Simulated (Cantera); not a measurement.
**Equilibrium for silicon nitride deposition: SiH4 + NH3 + H2**

Input: 1 mol SiH4, 32 mol NH3, 20 mol H2, equilibrated at 1598.15 K and 750 Torr.

Cantera equilibrium calculation (NASA polynomials, part measured and part estimated; ideal gas, pure solids and liquids). Candidate condensed phases: Si, Si3N4; 18 gas species. Equilibrium is a limit: real reactors are often held back by kinetics, nucleation or transport.

- x(H2) = 0.820
- x(N2) = 0.180
- x(H) = 4.83e-5
- x(NH3) = 1.48e-5
- n(Si3N4(s)) = 0.333 mol
- gas amount = 85.33 mol
- log10 activity of Si(s) (absent) = -1.86
